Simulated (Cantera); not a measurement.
A perfectly stirred reactor is fed with H2 : O2 = 0.038 : 1 (molar parts), equivalence ratio 0.019, at 0.0133 bar; it is held at 1198 K, and followed from long to short residence time.

Detailed kinetics in Cantera: GRI-Mech 3.0 (53 species, 325 reactions). Radical loss at walls, strong at low pressure, is not modelled. The temperature is held fixed by assumption; the heat of reaction is taken as removed at once.

x: mole fraction; the columns are a selection and need not sum to one.

```tsv
τ (s)	x H2	x O2	x HO2	x H2O2	x H
1.0	0.000133	0.959	1.24e-6	[?]	0.000193
0.49	0.000201	0.957	1.53e-6	[?]	0.000371
0.23	0.000311	0.955	1.86e-6	6.58e-8	0.000711
0.11	0.000471	0.951	2.17e-6	7.14e-8	0.00126
0.052	0.000720	0.947	2.46e-6	[?]	0.00208
0.024	0.00114	0.943	2.72e-6	[?]	0.00312
0.012	0.00177	0.940	2.92e-6	[?]	0.00408
0.0054	0.00309	0.939	3.12e-6	[?]	0.00506
```

### Question
Complete the blanks.

### Answer

- 1.0, x H2O2: 5.34e-8
- 0.49, x H2O2: 5.97e-8
- 0.052, x H2O2: 7.76e-8
- 0.024, x H2O2: 8.66e-8
- 0.012, x H2O2: 9.97e-8
- 0.0054, x H2O2: 1.24e-7
